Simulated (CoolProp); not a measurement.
Fluoroethane (R161) along the isotherm 116.25 °C: fugacity coefficient from the reference equation and from simpler models built on Tc = 102.1 °C, pc = 5.010 MPa, ω = 0.216; each cubic takes its own stable root.

The numbers come from the reference Helmholtz-energy equation of state, Wu 2012 in CoolProp.

```
p (MPa)  phase  reference  van der Waals  Soave-Redlich-Kwong  Peng-Robinson
-------  -----  ---------  -------------  -------------------  -------------
0.5        gas     0.9690         0.9730               0.9701         0.9665
1          gas     0.9383         0.9461               0.9406         0.9337
1.5        gas     0.9081         0.9193               0.9114         0.9015
2          gas     0.8782         0.8925               0.8825         0.8698
2.5        gas     0.8486         0.8658               0.8538         0.8387
3          gas     0.8192         0.8389               0.8254         0.8080
3.5        gas     0.7901         0.8119               0.7971         0.7778
4          gas     0.7610         0.7846               0.7689         0.7479
4.5        gas     0.7318         0.7568               0.7407         0.7182
5          gas     0.7025         0.7282               0.7122         0.6885
```
